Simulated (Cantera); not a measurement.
**Si + N₂O + N₂ (thermal oxidation and active oxidation of silicon)**

Charge: 1 mol Si, 0.21 mol N₂O, 140 mol N₂.

Method: chemical equilibrium by Gibbs-energy minimisation in Cantera with the NASA 1993 tables (ideal gas, pure condensed phases). Candidate condensed phases: Si, SiO₂, Si₂N₂O, Si₃N₄; 16 gas species. Mutual solubility and eutectic melting of coexisting phases are not modelled. The numbers say what is thermodynamically allowed, not how fast it happens.

Stable condensed phases:

```
T in K \ P in Pa
            0.10    0.50     2.5      13      63     320    1600    7900   40000  200000 1000000
   1900        A       A       A       A       A       B       B       C       C       D       D
   1800        A       A       A       A       B       B       C       C       D       D       D
   1700        A       A       A       B       B       C       C       D       D       D       D
   1600        A       A       B       B       C       D       D       D       D       D       D
   1500        A       B       B       C       D       D       D       D       D       D       D
   1400        B       B       C       D       D       D       D       D       D       D       D
   1300        C       D       D       D       D       D       D       D       D       D       D
   1200        D       D       D       D       D       D       D       D       D       D       D
   1100        D       D       D       D       D       D       D       D       D       D       D
   1000        D       D       D       D       D       D       D       D       D       D       D
    900        D       D       D       D       D       D       D       D       D       D       D
```

A: gas only; B: Si; C: Si₃N₄; D: Si₂N₂O + Si₃N₄.
